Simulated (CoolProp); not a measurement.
Vapour-liquid equilibrium of CHF3 (R23) (1) + R22 (2) at 150 kPa; x and y are mole fractions of (1).

Model: multi-fluid Helmholtz-energy mixture model, Penoncello 2003 and Kamei 1995; pair parameters Bell 2016, in CoolProp.

### Question
Give the bubble temperature and the first vapour's composition at x = 0.05, 0.55, 0.65. Is there an azeotrope?

### Answer
x = 0.05: -38.8 °C, y = 0.284; x = 0.55: -66.5 °C, y = 0.909; x = 0.65: -68.8 °C, y = 0.935. No azeotrope shows between x = 0.05 and 0.95.

Pair parameters are fitted to limited data, so mixtures are less certain than the pure fluids.
